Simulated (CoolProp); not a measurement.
Properties of n-perfluorohexane at several states.

Model: reference Helmholtz-energy equation of state, Gao 2022, in CoolProp.

| T (K) | p (kPa) | phase | Z | cv (kJ/(kg K)) | Joule-Thomson coefficient (K/MPa) | isothermal compressibility (1/MPa) | expansivity (1/kK) | fugacity coefficient |
|---|---|---|---|---|---|---|---|---|
| 200.6 | 318 | liquid | 0.03306 | 0.6977 | -0.4041 | 0.001106 | 1.463 | 7.733e-5 |
| 274.3 | 2760 | liquid | 0.2333 | 0.8177 | -0.3255 | 0.001988 | 1.550 | 0.004169 |
| 433.4 | 16 | gas | 0.9964 | 0.9660 | 8.612 | 62.73 | 2.337 | 0.9964 |
| 421.6 | 64 | gas | 0.9839 | 0.9546 | 9.491 | 15.88 | 2.510 | 0.9841 |
